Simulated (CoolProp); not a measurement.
Vinyl chloride at 259.85 K and 0.0579 MPa is compressed adiabatically to 0.451 MPa with isentropic efficiency 0.6. Each further row changes one setting.

Model: reference Helmholtz-energy equation of state, Thol 2022, in CoolProp.

```json
[
 {"case": "as stated", "work (kJ/kg)": "136", "final temperature (K)": "410.6", "final density (kg/m³)": "8.51"},
 {"case": "efficiency 1", "work (kJ/kg)": "81.7", "final temperature (K)": "358.7", "final density (kg/m³)": "9.91"},
 {"case": "efficiency 0.65", "work (kJ/kg)": "126", "final temperature (K)": "400.9", "final density (kg/m³)": "8.74"}
]
```
